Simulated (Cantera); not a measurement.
What does this Cantera script print?

```python
import numpy as np
import cantera as ct

gas_names = """
    B BH BH2 BH3 BN B2 H H2 N NH NH2 NH3 N2 N2H2 N2H4
""".split()
cond_names = """
    B(b) B(L) BN(s)
""".split()


# ... load() reads the species with a 1 bar reference pressure and builds the phases ...
atoms = {
    'borazine': {'B': 3, 'N': 3, 'H': 6},
    'N2': {'N': 2},
}
top_T = {'BN(s)': 3200}  # K; cautious upper limits of use, not melting points


# ... equilibrate(T, P, feed) seeds the gas with the atoms and calls Mixture.equilibrate('TP', solver="vcs", rtol=1e-11, max_steps=5000) ...
results = []
feed = {'borazine': 1, 'N2': 27}  # mol
T = 1700  # K
P = 3700  # Pa
mix = equilibrate(T, P, feed)
results.append((T, P, feed, dict(zip(mix.species_names, mix.species_moles))))
print(gas.report(threshold=0.0001))
for i in range(1, mix.n_phases):
    print(f"{mix.phase(i).name:16s} {mix.phase_moles(i):12.5e} mol")
```

Output:

```
       temperature   1700 K
          pressure   3700 Pa
           density   0.0066519 kg/m^3
  mean mol. weight   25.411 kg/kmol
   phase of matter   gas

                          1 kg             1 kmol
                     ---------------   ---------------
          enthalpy         1.778e+06        4.5182e+07  J
   internal energy        1.2218e+06        3.1047e+07  J
           entropy             10627        2.7003e+05  J/K
    Gibbs function       -1.6287e+07       -4.1388e+08  J
 heat capacity c_p            1382.2             35122  J/K
 heat capacity c_v              1055             26808  J/K

                      mass frac. Y      mole frac. X     chem. pot. / RT
                     ---------------   ---------------   ---------------
                 H        9.6026e-06        0.00024208           -12.288
                H2          0.007923          0.099867           -24.576
                N2           0.99207           0.89989           -29.808
     [  +12 minor]        4.0589e-08        6.7074e-08

B(b)              0.00000e+00 mol
BN(s)             3.00000e+00 mol
```

Cantera equilibrium calculation (NASA polynomials, part measured and part estimated; ideal gas, pure solids and liquids). The feed counts by its element totals alone.
